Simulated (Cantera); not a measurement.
Standard-state values (1 bar) from the NASA 1993 polynomials, evaluated with Cantera. Values are per mole of reaction as written; species without (g) are pure solids or liquids, kept so even where they would boil at 1 bar.

H2S(g) + 3 NiS = Ni3S4 + 2 H(g)

```csv
T (K),ΔH° (kJ),ΔS° (J/K),ΔG° (kJ),log10 K
300,419.0,51.4,403.6,-70.28
400,422.3,60.6,398.0,-51.97
425,…,…,…,…
450,424.0,64.7,394.9,-45.84
475,424.9,66.7,393.2,-43.24
500,425.9,68.7,391.5,-40.90
525,426.9,70.6,389.8,-38.78
550,…,…,…,…
575,…,…,…,…
```

Some entries are withheld; supply them.


- 425, ΔH° (kJ): 423.1
- 425, ΔS° (J/K): 62.7
- 425, ΔG° (kJ): 396.5
- 425, log10 K: -48.73
- 550, ΔH° (kJ): 427.9
- 550, ΔS° (J/K): 72.6
- 550, ΔG° (kJ): 388.0
- 550, log10 K: -36.85
- 575, ΔH° (kJ): 429.0
- 575, ΔS° (J/K): 74.5
- 575, ΔG° (kJ): 386.2
- 575, log10 K: -35.08
